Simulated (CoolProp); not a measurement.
The fluid at 293.15 K and 14.4 MPa flows at 0.059 m/s in a round tube of 10 mm bore and 15 µm roughness, fully developed (64/Re and Nu = 3.66 if laminar; Colebrook and Gnielinski if turbulent). The same conditions are run with several fluids, on thermodynamics alone (safety and materials aside).

Model: reference Helmholtz-energy equation of state of each fluid (oxygen: Schmidt 1985; dry air: Lemmon 2000; normal hydrogen: Leachman 2009; C2F6 (R116): Lemmon 2006; CF4 (R14): Platzer 1990), in CoolProp. The equations of Platzer and Polt are older, rougher fits. Blends and air are pseudo-pure fits.

Task: Rank oxygen, dry air, normal hydrogen, C2F6 (R116), CF4 (R14) by Reynolds number, highest first.

Result: CF4 (R14) (9920), C2F6 (R116) (4950), oxygen (4870), dry air (4660), normal hydrogen (716)

```
fluid            Darcy friction factor  pressure drop (Pa/m)  heat-transfer coefficient (W/(m² K))  mass flow (kg/h)
---------------  ---------------------  --------------------  ------------------------------------  ----------------
oxygen                          0.0393                  1.38                                  60.3              3.37
dry air                         0.0398                  1.19                                  55.7              2.86
normal hydrogen                 0.0894                 0.170                                  71.5             0.183
C2F6 (R116)                     0.0391                  8.56                                   161              21.0
CF4 (R14)                       0.0332                  4.34                                   151              12.6
```

Transport values come from each fluid's own correlations; those of C2F6 (R116), CF4 (R14) are estimates that may be off by 10 % or more.
